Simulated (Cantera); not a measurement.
A closed system holds: 1 mol Si3N4, 1.6 mol O2, 1.3 mol H2, at 1623.15 K and 0.00133 bar.

These are equilibrium values from Cantera (NASA tables, ideal gas, pure condensed phases), not measurements of a reactor. Candidate condensed phases: H2O, Si, SiO2, Si2N2O, Si3N4; 35 gas species. The tables hold silica as quartz up to 1696 K and as liquid above; real silica turns to tridymite and cristobalite and melts near 1996 K. The numbers say what is thermodynamically allowed, not how fast it happens.

Base state: SiO 0.459, N2 0.328, H2 0.213, H 0.000874, H2O 1.59e-5 (mole fractions); condensed: SiO2(β-quartz).

### Question
What changes in the equilibrium state with this change: Si3N4 replaced by SiC?

### Answer
```tsv
species	before	after
H2	0.213	0.495
CO	0	0.416
H2O	1.59e-5	0.0686
SiO	0.459	0.000248
N2	0.328	0
CO2	0	0.0186
H	0.000874	0.00133
SiO2(β-quartz), mol	0.200	0.999
```
Further candidate phases: C, C6H6, C7H8, C8H18, SiC.
